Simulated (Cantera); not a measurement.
Charge: 1 mol B2O3, 32 mol H2, 0.87 mol N2, 16 mol NH3, at 0.0100 bar.

These are equilibrium values from Cantera (NASA tables, ideal gas, pure condensed phases), not measurements of a reactor. Candidate condensed phases: B, BN, B2O3, B3O3H3, H2O; 39 gas species. Rates play no part. All values below are at 2000 °C.

Base state: H2 0.763, N2 0.129, H 0.0734, BO 0.0105, HBO 0.00950, H2O 0.00675, HBO2 0.00658, B2O3 0.000982 (mole fractions); condensed: gas only.

### Question
What changes in the equilibrium state with this change: 0.52 mol H2O added?

### Answer
| species | before | after |
|---|---|---|
| H2 | 0.763 | 0.760 |
| N2 | 0.129 | 0.128 |
| H | 0.0734 | 0.0732 |
| H2O | 0.00675 | 0.0112 |
| HBO2 | 0.00658 | 0.00923 |
| BO | 0.0105 | 0.00883 |
| O | 6.65e-6 | 1.11e-5 |
| OH | 0.000101 | 0.000168 |
| BO2 | 0.000118 | 0.000166 |
| B2O2 | 0.000225 | 0.000160 |
| HBO | 0.00950 | 0.00800 |
